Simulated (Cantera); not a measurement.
Input: 1 mol C₂F₆, 0.47 mol H₂, equilibrated at 625 °C and 54.0 Pa.

Cantera equilibrium calculation (NASA polynomials, part measured and part estimated; ideal gas, pure solids and liquids). Candidate condensed phases: C, C₆H₆, C₇H₈, C₈H₁₈; 95 gas species. The feed counts by its element totals alone. Condensed phases not in the tables: fluorocarbon polymer. Gases not in the tables: C₂F₆ and larger saturated fluorocarbons. Rates play no part.

Base state: CF₄ 0.574, HF 0.426 (mole fractions); condensed: C(graphite).

Q: What changes in the equilibrium state with this change: C₂F₆ replaced by c-C₄F₈?

A: 
```
species           before  after
----------------  ------  -----
CF₄                0.574  0.652
HF                 0.426  0.348
C(graphite), mol   0.735   2.23
```
